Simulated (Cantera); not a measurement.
# Silicon carbide growth: SiHCl3 + C2H2 + H2 + HCl

Input: 1 mol SiHCl3, 0.14 mol C2H2, 3.4 mol H2, 0.29 mol HCl, at 8500 Pa.

Equilibrium computed with Cantera from the NASA thermochemical tables; the gas is ideal and each condensed phase is pure. Candidate condensed phases: C, C6H6, C7H8, C8H18, Si, SiC; 109 gas species. The tables' values for SiCl3, SiCl are old estimates; treat these amounts as uncertain. Gases not in the tables: Si2H6 and higher silanes. Rates play no part.

```csv
T (K),x H2,x HCl,x SiCl2,x H,x SiCl3,x Cl,x SiCl,x Si,n SiC(s)
1875,0.563,0.311,0.118,0.00169,0.00525,0.000707,0.000178,2.61e-5,0.280
1900,0.562,0.312,0.118,0.00204,0.00478,0.000854,0.000224,3.75e-5,0.280
1925,0.561,0.312,0.119,0.00246,0.00435,0.00103,0.000280,5.33e-5,0.280
1950,0.560,0.312,0.119,0.00294,0.00398,0.00123,0.000348,7.52e-5,0.280
1975,0.559,0.312,0.119,0.00351,0.00364,0.00146,0.000430,0.000105,0.280
2000,0.558,0.312,0.119,0.00417,0.00333,0.00174,0.000528,0.000146,0.280
2025,0.557,0.312,0.119,0.00493,0.00306,0.00205,0.000645,0.000200,0.280
2050,0.556,0.312,0.119,0.00580,0.00281,0.00241,0.000784,0.000273,0.280
2075,0.555,0.312,0.119,0.00681,0.00259,0.00282,0.000947,0.000369,0.279
2100,0.554,0.312,0.119,0.00795,0.00239,0.00330,0.00114,0.000495,0.279
2125,0.552,0.312,0.118,0.00926,0.00220,0.00383,0.00136,0.000659,0.279
2150,0.551,0.312,0.118,0.0107,0.00203,0.00444,0.00162,0.000870,0.279
2175,0.549,0.311,0.117,0.0124,0.00188,0.00513,0.00191,0.00114,0.278
```
x: gas mole fraction; n: condensed amount in mol.

From 1875 K to 2175 K the condensed part is SiC(s). The main Si-bearing gas is SiCl2 throughout.
